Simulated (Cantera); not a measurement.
# Low-pressure radical oxidation in H2/O2

An isothermal, constant-pressure homogeneous reactor starts with 2.82 % H₂, 97.2 % O₂, at 925 K and 15.8 Torr.

Cantera simulation using the H2/O2 subset of GRI-Mech 3.0, which has no nitrogen chemistry; the numbers are that mechanism's predictions, not measurements. Radical loss at walls, strong at low pressure, is not modelled. Below about 950 K walls govern HO2 and H2O2 in real vessels.

```csv
t (s),x H₂,x O₂,x O,x HO₂,x H,x H₂O,x OH
0.000800,0.0282,0.972,6.30e-11,4.02e-11,3.59e-11,6.63e-11,2.98e-11
0.00295,0.0282,0.972,8.11e-9,7.01e-10,3.75e-9,1.23e-8,3.40e-9
0.0109,0.0110,0.963,0.00544,1.18e-5,0.00448,0.0142,0.00148
0.0400,0.000133,0.971,0.000759,4.10e-6,6.03e-5,0.0283,0.000164
0.147,1.23e-5,0.971,6.71e-5,9.52e-7,1.31e-6,0.0286,4.04e-5
0.543,1.26e-6,0.971,6.34e-6,1.71e-7,3.90e-8,0.0286,1.27e-5
2.00,9.32e-8,0.971,7.75e-7,2.74e-8,1.69e-9,0.0286,4.53e-6
7.37,4.81e-9,0.971,1.29e-7,5.02e-9,1.14e-10,0.0286,1.85e-6
27.1,5.50e-10,0.971,2.70e-8,1.11e-9,1.08e-11,0.0286,8.42e-7
100,1.15e-10,0.971,6.40e-9,2.87e-10,1.25e-12,0.0286,4.09e-7
```
x: mole fraction; the columns are a selection and need not sum to one.

Equilibrium at this temperature and pressure: H₂ 1.57e-12, O₂ 0.971, O 9.17e-11, HO₂ 1.63e-10, H <1e-12, H₂O 0.0286, OH 4.87e-8 (gas phase only).
